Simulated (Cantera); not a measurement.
An isothermal, constant-pressure homogeneous reactor starts with C₂H₆ : H₂ = 1 : 1.7 (molar parts), at 1625 K and 0.132 atm. Integrator tolerance rtol = 1e-08.

Detailed kinetics in Cantera: GRI-Mech 3.0 (53 species, 325 reactions). GRI-Mech 3.0 stops at C3 and has no aromatics, soot or wall deposition, so with more carbon than oxygen in the feed, carbon stays in small species such as C2H2 where larger ones or solid carbon would form.

### Question
What does this change do: temperature 1625 to 1900 K?

### Answer
| quantity | before | after |
|---|---|---|
| x(C₂H₆) at 3.00 s | 1.12e-6 (gas-phase equilibrium 7.18e-7) | 2.20e-8 (gas-phase equilibrium 2.21e-8) |
| x(H₂) at 3.00 s | 0.776 (gas-phase equilibrium 0.779) | 0.785 (gas-phase equilibrium 0.785) |
| x(C₂H) at 3.00 s | 1.73e-7 (gas-phase equilibrium 1.76e-7) | 6.84e-6 (gas-phase equilibrium 6.84e-6) |
| x(CH₄) at 3.00 s | 0.0149 (gas-phase equilibrium 0.0102) | 0.00122 (gas-phase equilibrium 0.00122) |
| x(H) at 3.00 s | 0.000169 (gas-phase equilibrium 0.000172) | 0.00194 (gas-phase equilibrium 0.00194) |
| x(CH₃) at 3.00 s | 6.57e-5 (gas-phase equilibrium 4.58e-5) | 6.01e-5 (gas-phase equilibrium 6.01e-5) |
| x(C₂H₄) at 3.00 s | 0.00191 (gas-phase equilibrium 0.00192) | 0.000267 (gas-phase equilibrium 0.000267) |

### Question
What does this change do: C2H6 1 to 0.2 parts?

### Answer
```
quantity                                              before                                      after
-----------------  -----------------------------------------  -----------------------------------------
x(C₂H₆) at 3.00 s    1.12e-6 (gas-phase equilibrium 7.18e-7)    8.03e-7 (gas-phase equilibrium 3.87e-7)
x(H₂) at 3.00 s          0.776 (gas-phase equilibrium 0.779)        0.904 (gas-phase equilibrium 0.908)
x(C₂H) at 3.00 s     1.73e-7 (gas-phase equilibrium 1.76e-7)    6.15e-8 (gas-phase equilibrium 6.48e-8)
x(CH₄) at 3.00 s       0.0149 (gas-phase equilibrium 0.0102)     0.0144 (gas-phase equilibrium 0.00811)
x(H) at 3.00 s     0.000169 (gas-phase equilibrium 0.000172)  0.000181 (gas-phase equilibrium 0.000185)
x(CH₃) at 3.00 s     6.57e-5 (gas-phase equilibrium 4.58e-5)    5.85e-5 (gas-phase equilibrium 3.36e-5)
x(C₂H₄) at 3.00 s    0.00191 (gas-phase equilibrium 0.00192)  0.000867 (gas-phase equilibrium 0.000891)
```
